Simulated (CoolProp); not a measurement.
Vapour pressure (MPa) of R141b: the reference equation beside estimates from Tc = 477.5 K, pc = 4.212 MPa, ω = 0.220.

Computed with CoolProp (reference Helmholtz-energy equation of state, Lemmon 2006). It is a short technical equation, of lower accuracy than the large ones.

```
T (K)  reference  Redlich-Kwong  Soave-Redlich-Kwong
-----  ---------  -------------  -------------------
291      0.05980         0.1014              0.05967
313.7     0.1353         0.2105               0.1350
336.3     0.2693         0.3877               0.2692
358.9     0.4860         0.6532               0.4875
381.6     0.8142          1.028               0.8198
404.2      1.280          1.528                1.294
426.9      1.920          2.173                1.946
449.5      2.768          2.975                2.805
```

Absolute difference from the reference over all 8 rows, mean and median: Redlich-Kwong 33.7 and 30.3 %, Soave-Redlich-Kwong 0.7 and 0.5 %.
